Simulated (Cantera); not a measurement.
An adiabatic, constant-pressure homogeneous reactor starts with CH₄ : H₂ : O₂ : N₂ = 1 : 0.066 : 2.67 : 10.1 (molar parts), at 1350 K and 1130 Torr. Integrator tolerance rtol = 1e-08.

Cantera simulation using GRI-Mech 3.0 (53 species, 325 reactions); the numbers are that mechanism's predictions, not measurements.

**Question.** What does this change do: constant volume in place of constant pressure?

**Answer.** 
```
quantity                                                              before                                      after
---------------------------------  -----------------------------------------  -----------------------------------------
time of steepest temperature rise                                    2.52 ms                                    2.39 ms
temperature at 4.00 s                                                 2589 K                                     2778 K
equilibrium temperature                                               2589 K                                     2778 K
x(CH₄) at 4.00 s                       <1e-12 (gas-phase equilibrium <1e-12)      <1e-12 (gas-phase equilibrium <1e-12)
x(H₂) at 4.00 s                      0.00477 (gas-phase equilibrium 0.00477)    0.00695 (gas-phase equilibrium 0.00695)
x(O₂) at 4.00 s                        0.0438 (gas-phase equilibrium 0.0438)      0.0438 (gas-phase equilibrium 0.0438)
x(HO₂) at 4.00 s                     7.09e-6 (gas-phase equilibrium 7.09e-6)    1.28e-5 (gas-phase equilibrium 1.28e-5)
x(C₂H₄) at 4.00 s                      <1e-12 (gas-phase equilibrium <1e-12)      <1e-12 (gas-phase equilibrium <1e-12)
x(HCN) at 4.00 s                   8.53e-11 (gas-phase equilibrium 8.53e-11)  4.76e-10 (gas-phase equilibrium 4.76e-10)
```

**Question.** What does this change do: initial temperature 1350 to 1400 K?

**Answer.** 
```
quantity                                                              before                                      after
---------------------------------  -----------------------------------------  -----------------------------------------
time of steepest temperature rise                                    2.52 ms                                    1.49 ms
temperature at 4.00 s                                                 2589 K                                     2613 K
equilibrium temperature                                               2589 K                                     2613 K
x(CH₄) at 4.00 s                       <1e-12 (gas-phase equilibrium <1e-12)      <1e-12 (gas-phase equilibrium <1e-12)
x(H₂) at 4.00 s                      0.00477 (gas-phase equilibrium 0.00477)    0.00526 (gas-phase equilibrium 0.00526)
x(O₂) at 4.00 s                        0.0438 (gas-phase equilibrium 0.0438)      0.0440 (gas-phase equilibrium 0.0440)
x(HO₂) at 4.00 s                     7.09e-6 (gas-phase equilibrium 7.09e-6)    7.50e-6 (gas-phase equilibrium 7.50e-6)
x(C₂H₄) at 4.00 s                      <1e-12 (gas-phase equilibrium <1e-12)      <1e-12 (gas-phase equilibrium <1e-12)
x(HCN) at 4.00 s                   8.53e-11 (gas-phase equilibrium 8.53e-11)  1.09e-10 (gas-phase equilibrium 1.09e-10)
```

**Question.** What does this change do: pressure from 1130 Torr to 4050 Torr?

**Answer.** 
```tsv
quantity	before	after
time of steepest temperature rise	2.52 ms	0.856 ms
temperature at 4.00 s	2589 K	2644 K
equilibrium temperature	2589 K	2644 K
x(CH₄) at 4.00 s	<1e-12 (gas-phase equilibrium <1e-12)	<1e-12 (gas-phase equilibrium <1e-12)
x(H₂) at 4.00 s	0.00477 (gas-phase equilibrium 0.00477)	0.00336 (gas-phase equilibrium 0.00336)
x(O₂) at 4.00 s	0.0438 (gas-phase equilibrium 0.0438)	0.0421 (gas-phase equilibrium 0.0421)
x(HO₂) at 4.00 s	7.09e-6 (gas-phase equilibrium 7.09e-6)	1.09e-5 (gas-phase equilibrium 1.09e-5)
x(C₂H₄) at 4.00 s	<1e-12 (gas-phase equilibrium <1e-12)	<1e-12 (gas-phase equilibrium <1e-12)
x(HCN) at 4.00 s	8.53e-11 (gas-phase equilibrium 8.53e-11)	1.31e-10 (gas-phase equilibrium 1.31e-10)
```
